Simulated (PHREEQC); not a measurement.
Solution (84 °C): 0.047 mol HCl, 0.022 mol Li2SO4 and 0.00028 mol MgSO4 per kg of water. Closed to the air; pH follows from the charge balance.

All values are PHREEQC results (ion-association model, wateq4f.dat), not measurements.

No solid was allowed to form.

### Question
Estimate the pH, ionic strength.

### Answer
pH 1.63; ionic strength 0.0767 mol/kgw.

### Question
In which forms is S present?

### Answer
HSO4- 82 %, SO4-2 16 %, LiSO4- 1.2 % of the S.

Species that the database lacks are ignored. Away from 25 °C the constants follow the database's enthalpies or fits; those with neither stay at their 25 °C values.
